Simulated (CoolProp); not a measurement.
cis-2-butene along the isotherm 104.25 °C: fugacity coefficient from the reference equation and from simpler models built on Tc = 162.6 °C, pc = 42.36 bar, ω = 0.202; each cubic takes its own stable root.

The numbers come from the reference Helmholtz-energy equation of state, Lemmon 2005 in CoolProp. It is a short technical equation, of lower accuracy than the large ones.

```
p (bar)   phase  reference
-------  ------  ---------
1.34        gas     0.9824
2.38        gas     0.9688
4.24        gas     0.9445
7.53        gas     0.9017
13.4        gas     0.8248
23.8     liquid     0.5326
42.4     liquid     0.3190
75.3     liquid     0.2011
134      liquid     0.1374
238      liquid     0.1080
424      liquid     0.1073
```

Problem. How far does each simpler model (van der Waals, Redlich-Kwong, Soave-Redlich-Kwong, Peng-Robinson) lie from the reference over these 11 states: mean and median of the absolute difference, and the worst?

Solution. 
- van der Waals: mean 43.8 %, median 41.1 %, worst +155.6 % at 104.25 °C and 424 bar
- Redlich-Kwong: mean 10.7 %, median 13.7 %, worst +26.9 % at 104.25 °C and 424 bar
- Soave-Redlich-Kwong: mean 3.8 %, median 2.9 %, worst +12.4 % at 104.25 °C and 424 bar
- Peng-Robinson: mean 1.0 %, median 0.2 %, worst -5.8 % at 104.25 °C and 424 bar
